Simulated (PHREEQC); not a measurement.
PHREEQC input (ion-association model, wateq4f.dat):

```
PHASES
  Fix_H+
    H+ = H+
    -log_k 0
SOLUTION 1
  temp 25
  units mol/kgw
  pH 7 charge
  Cl 0.001
  Na 0.001
END
SELECTED_OUTPUT 1
  -reset false
  -pH true
  -pe true
  -ionic_strength true
  -water true
  -totals Ag Cl I Na
  -molalities H+ Ag+ Cl- I- Na+ O2 OH- AgCl AgCl2- AgCl3-2
    AgCl4-3 AgI AgI2- AgOH Ag(OH)2- AgI3-2 AgI4-3
  -equilibrium_phases Iodyrite Cerargyrite Ag2O
PRINT
  -reset false
USE solution 1
EQUILIBRIUM_PHASES 1
  Fix_H+ -3 HCl 10
    -force_equality true
  Iodyrite 0 0.05
  Cerargyrite 0 0
  Ag2O 0 0
  O2(g) -0.68 10
END
# ... the last block is repeated for the other 20 points of pH, with NaOH or the acid as the point needs
```

Selected output (columns that matter, 11 of 21 rows; pH added in front):

```
pH	mu	Ag	Cl	I	Na	m_H+	m_Ag+	m_Cl-	m_I-	m_Na+	m_OH-	m_AgCl	m_AgCl2-	m_AgOH
3	0.002048	2.2362e-08	0.002048	2.2362e-08	0.001	0.001048	4.2723e-09	0.002048	2.2023e-08	0.001	1.0529e-11	1.4727e-08	3.0164e-09	4.0613e-18
3.9	0.0011305	1.7402e-08	0.0011305	1.7402e-08	0.001	0.0001305	5.3798e-09	0.0011305	1.7063e-08	0.001	8.2596e-11	1.0496e-08	1.1866e-09	4.1136e-17
4.8	0.0010164	1.6736e-08	0.0010164	1.6736e-08	0.001	1.6401e-05	5.5775e-09	0.0010164	1.6397e-08	0.001	6.5484e-10	9.8203e-09	9.982e-10	3.394e-16
5.7	0.0010021	1.6651e-08	0.0010021	1.6651e-08	0.001	2.0643e-06	5.6038e-09	0.001002	1.6312e-08	0.001	5.2003e-09	9.7321e-09	9.7528e-10	2.7094e-15
6.6	0.0010003	1.664e-08	0.0010002	1.664e-08	0.001	2.5987e-07	5.6072e-09	0.0010002	1.6301e-08	0.001	4.1306e-08	9.7208e-09	9.7235e-10	2.1535e-14
7.5	0.0010003	1.6639e-08	0.001	1.6639e-08	0.0010003	3.2715e-08	5.6076e-09	0.00099999	1.63e-08	0.0010003	3.2811e-07	9.7193e-09	9.72e-10	1.7107e-13
8.4	0.0010026	1.664e-08	0.001	1.664e-08	0.0010026	4.1188e-09	5.6077e-09	0.00099999	1.6301e-08	0.0010026	2.6064e-06	9.7189e-09	9.7195e-10	1.3588e-12
9.3	0.0010207	1.6646e-08	0.001	1.6646e-08	0.0010207	5.1867e-10	5.609e-09	0.00099999	1.6307e-08	0.0010207	2.0709e-05	9.715e-09	9.7156e-10	1.0793e-11
10.2	0.0011649	1.6697e-08	0.001	1.6697e-08	0.0011649	6.5435e-11	5.6178e-09	0.00099999	1.6358e-08	0.0011649	0.00016489	9.6841e-09	9.6848e-10	8.566e-11
11.1	0.0023297	1.7122e-08	0.001	1.7122e-08	0.0023297	8.3472e-12	5.6414e-09	0.00099999	1.6783e-08	0.0023297	0.0013297	9.4347e-09	9.4362e-10	6.7296e-10
12	0.012229	2.2283e-08	0.001	2.2283e-08	0.012229	1.1028e-12	4.8583e-09	0.00099999	2.1945e-08	0.012229	0.011229	7.1861e-09	7.1906e-10	4.3268e-09
```
